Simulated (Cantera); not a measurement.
Feed: 1 mol BF₃, 12 mol N₂, a varied amount of H₂, 1.3 mol O₂, at 750 K and 0.140 bar.

Method: chemical equilibrium by Gibbs-energy minimisation in Cantera with the NASA 1993 tables (ideal gas, pure condensed phases). Candidate condensed phases: B, BN, B₂O₃, B₃O₃H₃, H₂O; 62 gas species. Gases not in the tables: H₃BO₃. Kinetics and transport are ignored.

x: gas mole fraction; n: condensed amount in mol.

```tsv
n(H₂) (mol)	x H₂	x N₂	x H₂O	x BF₃	x HF	n B₂O₃(l)
2.9	0.0188	0.751	0.142	0.0485	0.0349	0
4.5	0.108	0.683	0.129	0.0439	0.0320	0
6.9	?	?	?	?	?	0
11	0.349	0.498	0.0938	0.0317	0.0241	0
17	0.478	0.399	0.0749	0.0251	0.0199	0.00922
26	0.598	0.307	0.0575	0.0192	0.0160	0.0195
40	0.704	0.226	0.0422	0.0139	0.0123	0.0308
62	?	?	?	?	?	?
96	0.856	0.110	0.0203	0.00657	0.00664	0.0550
```

### Question
Complete the blanks.

### Answer

- 6.9, x H₂: 0.215
- 6.9, x N₂: 0.601
- 6.9, x H₂O: 0.113
- 6.9, x BF₃: 0.0384
- 6.9, x HF: 0.0285
- 62, x H₂: 0.791
- 62, x N₂: 0.160
- 62, x H₂O: 0.0297
- 62, x BF₃: 0.00971
- 62, x HF: 0.00914
- 62, n B₂O₃(l): 0.0428
